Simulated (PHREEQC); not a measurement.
## Alkaline etch or developer (model solution)

Make-up at 25 °C: 0.013 mol/kgw TMAH and 0.0013 mol/kgw CO2. Closed to the air; pH follows from the charge balance.

Equilibrium calculation in PHREEQC: ion-association model, phreeqc.dat.

Each row changes one thing in this solution. Precipitation was switched off in this run.

```csv
case,pH,ionic strength (mol/kgw),HCO3- (mol/kgw)
as made,11.96,0.0143,2.12e-5
temperature from 25 to 15 °C,12.31,0.0143,1.21e-5
0.0029 mol/kgw NaAlO2 added,11.96,0.0171,2.02e-5
temperature from 25 to 70 °C,10.76,0.0141,0.000180
TMAH from 0.013 to 0.13 mol/kgw,12.97,0.131,1.36e-6
CO2 replaced by K2CO3 at the same molality,12.05,0.0169,1.67e-5
CO2 replaced by KHCO3 at the same molality,12.01,0.0156,1.87e-5
0.0065 mol/kgw NaCl added,11.95,0.0206,1.91e-5
temperature from 25 to 75 °C,10.65,0.0141,0.000218
```

Species that the database lacks are ignored. (CH3)4N+ isn't in the database: it is added as a free cation with an ion size of 4 Å. Away from 25 °C the constants follow the database's enthalpies or fits; those with neither stay at their 25 °C values.
